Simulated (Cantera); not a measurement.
A freely propagating, adiabatic, planar premixed flame of H₂ : O₂ : N₂ = 1 : 0.581 : 2.19 (molar parts), equivalence ratio 0.86, unburnt at 550 K and 735 Torr; mixture-averaged transport, grid criteria slope 0.08 and curve 0.16, no radiation.

Cantera simulation using the H2/O2 subset of GRI-Mech 3.0, which has no nitrogen chemistry; the numbers are that mechanism's predictions, not measurements. Burning velocities carry a grid error of a few per cent, more on coarse grids.

What does this change do: inlet temperature 550 to 450 K?


```json
[
 {"quantity": "laminar burning velocity", "before": "556 cm/s", "after": "382 cm/s"},
 {"quantity": "thermal thickness", "before": "0.457 mm", "after": "0.417 mm"},
 {"quantity": "peak x(H)", "before": "0.0446", "after": "0.0386"},
 {"quantity": "peak x(H₂O₂)", "before": "2.38e-5", "after": "5.01e-5"},
 {"quantity": "peak x(HO₂)", "before": "0.000332", "after": "0.000403"}
]
```

What does this change do: O2 0.581 to 0.75 parts?


```
quantity                    before     after
------------------------  --------  --------
laminar burning velocity  556 cm/s  551 cm/s
thermal thickness         0.457 mm  0.404 mm
peak x(H)                   0.0446    0.0361
peak x(H₂O₂)               2.38e-5   2.79e-5
peak x(HO₂)               0.000332  0.000385
```
Lean hydrogen flames are cellular in practice and burn faster than this planar one.
